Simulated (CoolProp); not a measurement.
Values from CoolProp's reference Helmholtz-energy equation of state, Lemmon 2003. It is a pseudo-pure fit of the blend.

### Question
For R410A, give the phase and the Joule-Thomson coefficient (K/MPa), isothermal compressibility (1/MPa), expansivity (1/kK), viscosity (µPa s) at -42.75 °C and 2.57 MPa; -24.75 °C and 2.57 MPa.

### Answer
- -42.75 °C and 2.57 MPa: liquid; Joule-Thomson coefficient -0.247, isothermal compressibility 0.00191, expansivity 2.39, viscosity 282
- -24.75 °C and 2.57 MPa: liquid; Joule-Thomson coefficient -0.187, isothermal compressibility 0.00257, expansivity 2.68, viscosity 229

Viscosity comes from a separate model (Geller 2000).
